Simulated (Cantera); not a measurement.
A closed system holds: 1 mol SiH4, 3.8 mol NH3, held at 1675 °C and 405 Torr.

Equilibrium computed with Cantera from the NASA thermochemical tables; the gas is ideal and each condensed phase is pure. Candidate condensed phases: Si, Si3N4; 18 gas species. Mutual solubility and eutectic melting of coexisting phases are not modelled. Gases not in the tables: Si2H6 and higher silanes. The numbers say what is thermodynamically allowed, not how fast it happens.

Base state: H2 0.847, N2 0.151, H 0.00142, SiH2 6.64e-5, Si 4.30e-5, SiH 2.24e-5 (mole fractions); condensed: Si(l) + Si3N4(s).

**Question.** What changes in the equilibrium state with this change: temperature from 1675 °C to 1750 °C?

**Answer.** 
| species | before | after |
|---|---|---|
| H2 | 0.847 | 0.800 |
| N2 | 0.151 | 0.198 |
| H | 0.00142 | 0.00231 |
| Si | 4.30e-5 | 0.000105 |
| Si2N | 5.01e-6 | 1.09e-5 |
| SiH | 2.24e-5 | 4.45e-5 |
| SiH2 | 6.64e-5 | 9.66e-5 |
| Si(l), mol | 0.205 | 0.997 |
| Si3N4(s), mol | 0.265 | 0 |

**Question.** What changes in the equilibrium state with this change: temperature from 1675 °C to 950 °C?

**Answer.** 
```json
[
 {"species": "H2", "before": "0.847", "after": "0.862"},
 {"species": "N2", "before": "0.151", "after": "0.138"},
 {"species": "NH3", "before": "3.60e-6", "after": "2.76e-5"},
 {"species": "H", "before": "0.00142", "after": "3.81e-7"},
 {"species": "SiH2", "before": "6.64e-5", "after": "<1e-9"},
 {"species": "Si", "before": "4.30e-5", "after": "<1e-9"},
 {"species": "SiH", "before": "2.24e-5", "after": "<1e-9"},
 {"species": "Si(l), mol", "before": "0.205", "after": "0"},
 {"species": "Si3N4(s), mol", "before": "0.265", "after": "0.333"}
]
```

**Question.** What changes in the equilibrium state with this change: pressure from 405 Torr to 10.0 Torr?

**Answer.** 
```json
[
 {"species": "H2", "before": "0.847", "after": "0.793"},
 {"species": "N2", "before": "0.151", "after": "0.197"},
 {"species": "H", "before": "0.00142", "after": "0.00871"},
 {"species": "Si", "before": "4.30e-5", "after": "0.00174"},
 {"species": "Si2", "before": "3.92e-7", "after": "1.59e-5"},
 {"species": "SiN", "before": "3.63e-6", "after": "2.64e-5"},
 {"species": "Si(l), mol", "before": "0.205", "after": "0.980"},
 {"species": "Si3N4(s), mol", "before": "0.265", "after": "0"}
]
```
The tables' values for SiN are old estimates; treat these amounts as uncertain.
